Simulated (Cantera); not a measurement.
**Ignition delay**

Mixture: 4.30 % CH₄, 0.387 % CO, 20.0 % O₂, 75.3 % N₂, at 1.90 bar, adiabatic and at constant pressure. Ignition delay is the time to a rise of 400 K.

Cantera simulation using GRI-Mech 3.0 (53 species, 325 reactions); the numbers are that mechanism's predictions, not measurements.

| T0 (K) | delay (ms) |
|---|---|
| 1050 | 172 |
| 1125 | 51.9 |
| 1200 | 17.4 |
| 1275 | 6.36 |
| 1350 | 2.55 |
| 1425 | 1.12 |
| 1500 | 0.536 |

* **apparent activation energy between 1350 and 1500 K**: 180 kJ/mol
